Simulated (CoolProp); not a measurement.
A single-stage vapour-compression cycle with R11: evaporating at 271.15 K (dew point), condensing at 335.15 K (bubble point), superheat 5 K, subcooling 2 K, compressor efficiency 0.85, no pressure losses. Each further row changes one setting.

Values from CoolProp's reference Helmholtz-energy equation of state, Jacobsen 1992.

```json
[
 {"case": "as stated", "cooling COP": "2.95", "pressure ratio": "8.97", "discharge temperature (K)": "361.5", "refrigerating effect (kJ/kg)": "138", "volumetric capacity (kJ/m³)": "310"},
 {"case": "evaporating temperature 276.15 K", "cooling COP": "3.32", "pressure ratio": "7.25", "discharge temperature (K)": "358.7", "refrigerating effect (kJ/kg)": "141", "volumetric capacity (kJ/m³)": "(withheld)"},
 {"case": "condensing temperature 330.15 K", "cooling COP": "3.27", "pressure ratio": "7.82", "discharge temperature (K)": "(withheld)", "refrigerating effect (kJ/kg)": "143", "volumetric capacity (kJ/m³)": "321"},
 {"case": "subcooling 7 K", "cooling COP": "3.04", "pressure ratio": "8.97", "discharge temperature (K)": "361.5", "refrigerating effect (kJ/kg)": "143", "volumetric capacity (kJ/m³)": "321"},
 {"case": "superheat 15 K", "cooling COP": "(withheld)", "pressure ratio": "8.97", "discharge temperature (K)": "373.0", "refrigerating effect (kJ/kg)": "144", "volumetric capacity (kJ/m³)": "(withheld)"},
 {"case": "compressor efficiency 0.75", "cooling COP": "2.60", "pressure ratio": "8.97", "discharge temperature (K)": "371.0", "refrigerating effect (kJ/kg)": "138", "volumetric capacity (kJ/m³)": "310"}
]
```

### Question
What belongs in the gaps?

### Answer

- evaporating temperature 276.15 K, volumetric capacity (kJ/m³): 386
- condensing temperature 330.15 K, discharge temperature (K): 355.6
- superheat 15 K, cooling COP: 2.96
- superheat 15 K, volumetric capacity (kJ/m³): 311
